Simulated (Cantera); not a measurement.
Input (Python, Cantera) and output of one run.

```python
import numpy as np
import cantera as ct

gas_names = """
    B BH BH2 BH3 BN BO BO2 B2 B2O B2O2 B2O3 B3O3H3 H HBO HBO2 HNO HNO2 HNO3 HO2 H2 H2O H2O2 H3B3O6 N NH
    NH2 NH3 NH2OH NO NO2 NO3 N2 N2H2 N2H4 N2O O OH O2 O3
""".split()
cond_names = """
    B(b) B(L) BN(s) B2O3(L) B3O3H3(cr) H2O(s) H2O(L)
""".split()


# ... load() reads the species with a 1 bar reference pressure and builds the phases ...
atoms = {
    'borazine': {'B': 3, 'N': 3, 'H': 6},
    'H2O': {'H': 2, 'O': 1},
    'H2': {'H': 2},
}
top_T = {'BN(s)': 3200}  # K; cautious upper limits of use, not melting points


# ... equilibrate(T, P, feed) seeds the gas with the atoms and calls Mixture.equilibrate('TP', solver="vcs", rtol=1e-11, max_steps=5000) ...
results = []
feed = {'borazine': 1, 'H2O': 0.51, 'H2': 11}  # mol
for P in [10, 28, 77, 220, 600, 1700, 4600, 13000, 36000, 100000]:
    for T in [898, 998, 1098, 1198, 1298, 1398, 1498, 1598, 1698, 1798, 1898]:
        mix = equilibrate(T, P, feed)
        results.append((T, P, feed, dict(zip(mix.species_names, mix.species_moles))))

for T, P, feed, n in results:
    print(f"{T:7g} {P:10.4g}  " + (" + ".join(c for c in cond_names if n.get(c, 0) > 1e-12) or "gas only"))
```

Result:

```
    898         10  BN(s) + B2O3(L)
    998         10  BN(s) + B2O3(L)
   1098         10  BN(s) + B2O3(L)
   1198         10  BN(s) + B2O3(L)
   1298         10  BN(s) + B2O3(L)
   1398         10  BN(s)
   1498         10  BN(s)
   1598         10  BN(s)
   1698         10  BN(s)
   1798         10  B(b) + BN(s)
   1898         10  B(b)
    898         28  BN(s) + B2O3(L)
    998         28  BN(s) + B2O3(L)
   1098         28  BN(s) + B2O3(L)
   1198         28  BN(s) + B2O3(L)
   1298         28  BN(s) + B2O3(L)
   1398         28  BN(s)
   1498         28  BN(s)
   1598         28  BN(s)
   1698         28  BN(s)
   1798         28  BN(s)
   1898         28  B(b) + BN(s)
    898         77  BN(s) + B2O3(L)
    998         77  BN(s) + B2O3(L)
   1098         77  BN(s) + B2O3(L)
   1198         77  BN(s) + B2O3(L)
   1298         77  BN(s) + B2O3(L)
   1398         77  BN(s) + B2O3(L)
   1498         77  BN(s)
   1598         77  BN(s)
   1698         77  BN(s)
   1798         77  BN(s)
   1898         77  B(b) + BN(s)
    898        220  BN(s) + B2O3(L)
    998        220  BN(s) + B2O3(L)
   1098        220  BN(s) + B2O3(L)
   1198        220  BN(s) + B2O3(L)
   1298        220  BN(s) + B2O3(L)
   1398        220  BN(s) + B2O3(L)
   1498        220  BN(s)
   1598        220  BN(s)
   1698        220  BN(s)
   1798        220  BN(s)
   1898        220  BN(s)
    898        600  BN(s) + B2O3(L)
    998        600  BN(s) + B2O3(L)
   1098        600  BN(s) + B2O3(L)
   1198        600  BN(s) + B2O3(L)
   1298        600  BN(s) + B2O3(L)
   1398        600  BN(s) + B2O3(L)
   1498        600  BN(s) + B2O3(L)
   1598        600  BN(s)
   1698        600  BN(s)
   1798        600  BN(s)
   1898        600  BN(s)
    898       1700  BN(s) + B2O3(L)
    998       1700  BN(s) + B2O3(L)
   1098       1700  BN(s) + B2O3(L)
   1198       1700  BN(s) + B2O3(L)
   1298       1700  BN(s) + B2O3(L)
   1398       1700  BN(s) + B2O3(L)
   1498       1700  BN(s) + B2O3(L)
   1598       1700  BN(s)
   1698       1700  BN(s)
   1798       1700  BN(s)
   1898       1700  BN(s)
    898       4600  BN(s) + B2O3(L)
    998       4600  BN(s) + B2O3(L)
   1098       4600  BN(s) + B2O3(L)
   1198       4600  BN(s) + B2O3(L)
   1298       4600  BN(s) + B2O3(L)
   1398       4600  BN(s) + B2O3(L)
   1498       4600  BN(s) + B2O3(L)
   1598       4600  BN(s) + B2O3(L)
   1698       4600  BN(s)
   1798       4600  BN(s)
   1898       4600  BN(s)
    898    1.3e+04  BN(s) + B2O3(L)
    998    1.3e+04  BN(s) + B2O3(L)
   1098    1.3e+04  BN(s) + B2O3(L)
   1198    1.3e+04  BN(s) + B2O3(L)
   1298    1.3e+04  BN(s) + B2O3(L)
   1398    1.3e+04  BN(s) + B2O3(L)
   1498    1.3e+04  BN(s) + B2O3(L)
   1598    1.3e+04  BN(s) + B2O3(L)
   1698    1.3e+04  BN(s)
   1798    1.3e+04  BN(s)
   1898    1.3e+04  BN(s)
    898    3.6e+04  BN(s) + B2O3(L)
    998    3.6e+04  BN(s) + B2O3(L)
   1098    3.6e+04  BN(s) + B2O3(L)
   1198    3.6e+04  BN(s) + B2O3(L)
   1298    3.6e+04  BN(s) + B2O3(L)
   1398    3.6e+04  BN(s) + B2O3(L)
   1498    3.6e+04  BN(s) + B2O3(L)
   1598    3.6e+04  BN(s) + B2O3(L)
   1698    3.6e+04  BN(s) + B2O3(L)
   1798    3.6e+04  BN(s)
   1898    3.6e+04  BN(s)
    898      1e+05  BN(s) + B2O3(L)
    998      1e+05  BN(s) + B2O3(L)
   1098      1e+05  BN(s) + B2O3(L)
   1198      1e+05  BN(s) + B2O3(L)
   1298      1e+05  BN(s) + B2O3(L)
   1398      1e+05  BN(s) + B2O3(L)
   1498      1e+05  BN(s) + B2O3(L)
   1598      1e+05  BN(s) + B2O3(L)
   1698      1e+05  BN(s) + B2O3(L)
   1798      1e+05  BN(s)
   1898      1e+05  BN(s)
```

These are equilibrium values from Cantera (NASA tables, ideal gas, pure condensed phases), not measurements of a reactor. The feed counts by its element totals alone. Mutual solubility and eutectic melting of coexisting phases are not modelled. Gases not in the tables: H3BO3.
